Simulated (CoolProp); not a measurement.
Properties of n-perfluorobutane along the isobar 3.57 MPa.

Computed with CoolProp (reference Helmholtz-energy equation of state, Gao 2022).

| T (°C) | phase | Z | cp (kJ/(kg K)) | isothermal compressibility (1/MPa) | expansivity (1/kK) |
|---|---|---|---|---|---|
| -99.05 | liquid | [?] | 1.003 | 0.001149 | 1.854 |
| -81.45 | liquid | 0.2837 | [?] | 0.001336 | 1.842 |
| -63.85 | liquid | 0.2684 | 1.031 | 0.001566 | 1.849 |
| -46.25 | liquid | 0.2558 | 1.049 | 0.001855 | 1.879 |
| -28.65 | liquid | 0.2455 | 1.067 | 0.002229 | 1.936 |
| -11.05 | liquid | 0.2371 | 1.086 | 0.002728 | 2.027 |
| 6.55 | liquid | 0.2306 | 1.106 | [?] | 2.164 |
| 24.15 | liquid | 0.2257 | 1.129 | 0.004440 | [?] |
| 41.75 | liquid | 0.2227 | 1.154 | 0.006026 | 2.668 |
| 59.35 | liquid | 0.2219 | 1.185 | 0.008721 | 3.137 |
| 76.95 | liquid | [?] | 1.227 | 0.01389 | 3.925 |
| 94.55 | liquid | 0.2313 | 1.292 | 0.02588 | 5.432 |

Problem. What belongs in the gaps?

Solution. 
- -99.05, Z: 0.3024
- -81.45, cp (kJ/(kg K)): 1.016
- 6.55, isothermal compressibility (1/MPa): 0.003423
- 24.15, expansivity (1/kK): 2.366
- 76.95, Z: 0.2241
